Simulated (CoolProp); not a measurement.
Properties of n-perfluorohexane at several states.

Computed with CoolProp (reference Helmholtz-energy equation of state, Gao 2022).

| T (K) | p (MPa) | phase | Z | cp (kJ/(kg K)) | cv (kJ/(kg K)) | speed of sound (m/s) | Joule-Thomson coefficient (K/MPa) | fugacity coefficient |
|---|---|---|---|---|---|---|---|---|
| 230.4 | 4.86 | liquid | 0.4567 | 0.9390 | 0.7482 | 712.2 | -0.3801 | 0.0001532 |
| 251.6 | 5.33 | liquid | 0.4726 | 0.9707 | 0.7829 | 662.5 | -0.3587 | 0.0007011 |
| 349.6 | 0.987 | liquid | 0.07546 | 1.127 | 0.9199 | 378.5 | -0.1249 | 0.1832 |
| 442 | 0.14 | gas | 0.9698 | 1.005 | 0.9767 | 102.6 | 8.535 | 0.9706 |
